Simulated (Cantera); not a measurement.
An isothermal, constant-pressure homogeneous reactor starts with 23.8 % C2H6, 76.2 % H2, at 1498 K and 0.133 bar.

Model: GRI-Mech 3.0 (53 species, 325 reactions), integrated in Cantera. GRI-Mech 3.0 stops at C3 and has no aromatics, soot or wall deposition, so with more carbon than oxygen in the feed, carbon stays in small species such as C2H2 where larger ones or solid carbon would form.

x: mole fraction; the columns are a selection and need not sum to one.

```tsv
t (s)	x C2H6	x H2	x H	x C2H4	x C2H2	x CH2	x CH3
9.00e-5	0.177	0.754	0.000407	0.0322	0.000367	…	0.00482
0.000253	0.0774	0.736	0.000474	0.0828	0.00457	…	0.00400
0.000713	0.0112	0.727	0.000328	0.102	0.0205	…	0.00149
0.00201	0.00105	0.732	0.000117	0.0876	0.0396	…	0.000453
0.00565	0.000137	0.736	4.59e-5	0.0702	0.0556	…	0.000173
0.0159	4.75e-5	0.741	3.03e-5	0.0502	0.0733	…	0.000111
0.0448	3.27e-5	0.748	3.00e-5	0.0230	0.0974	3.43e-9	0.000106
0.126	2.41e-5	0.753	3.04e-5	0.00536	0.113	3.33e-9	0.000104
0.355	2.21e-5	0.757	3.08e-5	0.00368	0.116	3.26e-9	0.000101
1.00	1.91e-5	0.764	3.17e-5	0.00377	0.120	3.10e-9	9.38e-5
```

Task: Complete the blanks.

Result: 
- 9.00e-5, x CH2: 1.70e-6
- 0.000253, x CH2: 1.37e-6
- 0.000713, x CH2: 3.77e-7
- 0.00201, x CH2: 5.16e-8
- 0.00565, x CH2: 8.63e-9
- 0.0159, x CH2: 3.74e-9
